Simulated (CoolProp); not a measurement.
Vapour-liquid equilibrium of sulfur dioxide (1) + toluene (2) at 1.19 bar; x and y are mole fractions of (1).

The numbers come from the multi-fluid Helmholtz-energy mixture model, Gao 2016 and Lemmon 2006; pair parameters Bell 2016 in CoolProp.

| x | bubble temperature, mixture model (K) | bubble temperature, Raoult's law (K) | y, mixture model | y, Raoult's law |
|---|---|---|---|---|
| 0.05 | 360.6 | 350.7 | 0.592 | 0.715 |
| 0.15 | 325.5 | 318.5 | 0.900 | 0.928 |
| 0.25 | 306.4 | 303.1 | 0.963 | 0.969 |
| 0.35 | 294.5 | 293.5 | 0.983 | 0.984 |
| 0.45 | 286.5 | 286.6 | 0.991 | 0.991 |
| 0.55 | 280.8 | 281.4 | 0.995 | 0.994 |
| 0.65 | 276.6 | 277.1 | 0.997 | 0.997 |
| 0.75 | 273.3 | 273.6 | 0.998 | 0.998 |
| 0.85 | 270.5 | 270.6 | 0.999 | 0.999 |
| 0.95 | 268.0 | 268.0 | 1.000 | 1.000 |

The largest gap from Raoult's law is +9.9 K in bubble temperature, at x = 0.05. No azeotrope shows between x = 0.05 and 0.95.

Pair parameters are fitted to limited data, so mixtures are less certain than the pure fluids. The gap from Raoult's law changes sign with composition, which may be real or a fault of the pair parameters; it wasn't checked against measurements.
